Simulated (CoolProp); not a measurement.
The fluid at 427.15 K and 1.44 MPa (stagnation) flows isentropically through a choked orifice. The same conditions are run with several fluids, on thermodynamics alone (safety and materials aside).

Computed with CoolProp (reference Helmholtz-energy equation of state of each fluid (n-perfluorobutane: Gao 2022; chlorine: Thol 2021; hydrogen chloride: Thol 2018; R407C: Lemmon 2003; R134a: Tillner-Roth 1994)). Blends and air are pseudo-pure fits.

Question: Rank n-perfluorobutane, chlorine, hydrogen chloride, R407C, R134a by throat to inlet pressure ratio, highest first.

Answer: n-perfluorobutane (0.617), R134a (0.595), R407C (0.588), chlorine (0.545), hydrogen chloride (0.529)

```json
[
 {"fluid": "n-perfluorobutane", "mass flux (kg/(m² s))": "7560", "throat temperature (K)": "417.1"},
 {"fluid": "chlorine", "mass flux (kg/(m² s))": "4420", "throat temperature (K)": "368.9"},
 {"fluid": "hydrogen chloride", "mass flux (kg/(m² s))": "3200", "throat temperature (K)": "355.5"},
 {"fluid": "R407C", "mass flux (kg/(m² s))": "4570", "throat temperature (K)": "403.9"},
 {"fluid": "R134a", "mass flux (kg/(m² s))": "4960", "throat temperature (K)": "407.7"}
]
```
